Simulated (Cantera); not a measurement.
A perfectly stirred reactor is fed with H₂ : O₂ = 0.0051 : 1 (molar parts), equivalence ratio 0.0026, at 0.0133 bar; it is held at 1450 K, and followed from long to short residence time.

Computed with Cantera and GRI-Mech 3.0 (53 species, 325 reactions). Radical loss at walls, strong at low pressure, is not modelled.

### Question
What does this change do: temperature 1450 to 1348 K?

### Answer
| quantity | before | after |
|---|---|---|
| x(H₂) at τ = 6.50 s | 4.82e-6 | 5.78e-6 |
| x(O₂) at τ = 6.50 s | 0.994 | 0.994 |
| x(OH) at τ = 6.50 s | 0.000386 | 0.000276 |
| x(H₂O₂) at τ = 6.50 s | 1.83e-9 | 3.09e-9 |
| x(H) at τ = 6.50 s | 8.57e-6 | 7.36e-6 |
| x(H₂) at τ = 0.150 s | 4.36e-5 | 5.79e-5 |
| x(O₂) at τ = 0.150 s | 0.991 | 0.991 |
| x(OH) at τ = 0.150 s | 0.000746 | 0.000604 |
| x(H₂O₂) at τ = 0.150 s | 3.71e-9 | 6.41e-9 |
| x(H) at τ = 0.150 s | 5.94e-5 | 6.92e-5 |
